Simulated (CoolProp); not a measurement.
CH2F2 (R32) along the isobar 53.9 bar: fugacity coefficient from the reference equation and from simpler models built on Tc = 351.3 K, pc = 57.83 bar, ω = 0.277; each cubic takes its own stable root.

Computed with CoolProp (reference Helmholtz-energy equation of state, Tillner-Roth 1997).

```tsv
T (K)	phase	reference
309.3	liquid	0.3437
316.8	liquid	0.3971
324.2	liquid	0.4532
331.7	liquid	0.5127
339.1	liquid	0.5732
346.6	liquid	0.6345
354	gas	0.6699
361.5	gas	0.6956
368.9	gas	0.7178
376.4	gas	0.7378
383.8	gas	0.7556
391.3	gas	0.7721
398.7	gas	0.7869
406.2	gas	0.8007
```

Question: How far does each simpler model (Redlich-Kwong, Peng-Robinson) lie from the reference over these 14 states: mean and median of the absolute difference, and the worst?

Answer: 
- Redlich-Kwong: mean 7.3 %, median 3.9 %, worst +22.9 % at 309.3 K and 53.9 bar
- Peng-Robinson: mean 1.8 %, median 1.0 %, worst +4.6 % at 309.3 K and 53.9 bar
